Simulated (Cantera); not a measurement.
**Thermodynamics of fluorocarbon and chlorocarbon gases, feed c-C4F8 + F2 + H2**

Feed: 1 mol c-C4F8, 0.033 mol F2, 0.68 mol H2, equilibrated at 727 °C and 150 Pa.

These are equilibrium values from Cantera (NASA tables, ideal gas, pure condensed phases), not measurements of a reactor. Candidate condensed phases: C, C6H6, C7H8, C8H18; 95 gas species. The feed counts by its element totals alone. Gases not in the tables: C2F6 and larger saturated fluorocarbons. Kinetics and transport are ignored.

- x(CF4) = 0.552
- x(HF) = 0.448
- n(C(graphite)) = 2.32 mol
- gas amount = 3.037 mol
